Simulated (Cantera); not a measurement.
Cantera run:

```python
import numpy as np
import cantera as ct

gas_names = [...]  # 91 gases of nasa_gas.yaml made of C, Cl, H
cond_names = """
    C(gr) C6H6(L) C7H8(L) C8H18(L),n-octa
""".split()


# ... load() reads the species with a 1 bar reference pressure and builds the phases ...
atoms = {
    'CH3Cl': {'C': 1, 'H': 3, 'CL': 1},
    'H2': {'H': 2},
}
top_T = {'C(gr)': 4500}  # K; cautious upper limits of use, not melting points


# ... equilibrate(T, P, feed) seeds the gas with the atoms and calls Mixture.equilibrate('TP', solver="vcs", rtol=1e-11, max_steps=5000) ...
results = []
feed = {'CH3Cl': 1, 'H2': 0.4}  # mol
P = 10000  # Pa
for T in [2273, 2323, 2373, 2423, 2473, 2523, 2573, 2623, 2673, 2723, 2773, 2823, 2873, 2923]:
    mix = equilibrate(T, P, feed)
    results.append((T, P, feed, dict(zip(mix.species_names, mix.species_moles))))

top = {s: max(r[3][s] / sum(r[3][g] for g in gas_names) for r in results) for s in gas_names}
cols = sorted((s for s in top if top[s] > 0.0001), key=lambda s: -top[s])[:6]
seen = [c for c in cond_names if any(r[3].get(c, 0) > 1e-12 for r in results)]
print("log10 of partial pressures in bar; condensed amounts in mol")
print(f"{'T/K':>10s}" + "".join(f"{s[:9]:>10s}" for s in cols + seen))
for T, P, feed, n in results:
    ng = sum(n[g] for g in gas_names)
    print(f"{T:10.4g}" + "".join(f"{np.log10(max(n[s] / ng * P / 1e5, 1e-99)):10.3f}" for s in cols)
          + "".join(f"{n.get(c, 0):10.4g}" for c in seen))
```

Output:

```
log10 of partial pressures in bar; condensed amounts in mol
       T/K        H2       HCL         H        CL C2H2,acet       C2H     C(gr)
      2273    -1.246    -1.398    -2.699    -2.992    -3.670    -6.498    0.9894
      2323    -1.250    -1.403    -2.588    -2.885    -3.565    -6.223    0.9865
      2373    -1.254    -1.409    -2.482    -2.783    -3.465    -5.960    0.9828
      2423    -1.259    -1.417    -2.381    -2.686    -3.371    -5.709    0.9785
      2473    -1.266    -1.426    -2.285    -2.594    -3.282    -5.469    0.9732
      2523    -1.274    -1.437    -2.193    -2.508    -3.198    -5.240     0.967
      2573    -1.283    -1.450    -2.106    -2.426    -3.119    -5.020    0.9597
      2623    -1.294    -1.465    -2.022    -2.349    -3.045    -4.810    0.9512
      2673    -1.307    -1.483    -1.944    -2.277    -2.977    -4.609    0.9412
      2723    -1.322    -1.504    -1.869    -2.209    -2.914    -4.417    0.9296
      2773    -1.340    -1.527    -1.799    -2.147    -2.856    -4.234     0.916
      2823    -1.360    -1.555    -1.732    -2.089    -2.804    -4.058       0.9
      2873    -1.383    -1.585    -1.670    -2.035    -2.757    -3.891    0.8806
      2923    -1.410    -1.620    -1.612    -1.987    -2.716    -3.732    0.8568
```

Cantera equilibrium calculation (NASA polynomials, part measured and part estimated; ideal gas, pure solids and liquids).
